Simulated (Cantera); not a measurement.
## Thermodynamics of silicon etching in halogen gases, feed Si + Br2 + HBr

Feed: 1 mol Si, 1.6 mol Br2, 8.8 mol HBr, at 5.00 mbar.

Equilibrium computed with Cantera from the NASA thermochemical tables; the gas is ideal and each condensed phase is pure. Candidate condensed phases: Br2, Si; 19 gas species. The tables' values for SiBr3, SiBr are old estimates; treat these amounts as uncertain. The numbers say what is thermodynamically allowed, not how fast it happens.

```tsv
T (K)	x HBr	x Br	x SiBr4	x SiBr2	x H2	x SiBr3	x Br2	x H
725	0.851	2.25e-7	0.106	9.68e-12	0.0426	1.50e-8	5.71e-8	<1e-12
875	0.851	1.65e-5	0.106	2.94e-8	0.0426	2.06e-6	1.20e-6	1.46e-10
1025	0.851	0.000350	0.106	8.16e-6	0.0427	6.52e-5	1.05e-5	1.27e-8
1175	0.847	0.00340	0.105	0.000522	0.0432	0.000836	5.21e-5	3.60e-7
1325	0.836	0.0207	0.0888	0.0101	0.0394	0.00491	0.000196	4.59e-6
1475	0.782	0.0903	0.0381	0.0483	0.0309	0.00945	0.000597	3.23e-5
1625	0.668	0.193	0.00362	0.0790	0.0504	0.00474	0.000608	0.000224
```
x: gas mole fraction; nothing condenses.

From 725 K to 1625 K nothing is condensed. The main Si-bearing gas is SiBr4 at 725 K and SiBr2 at 1625 K.
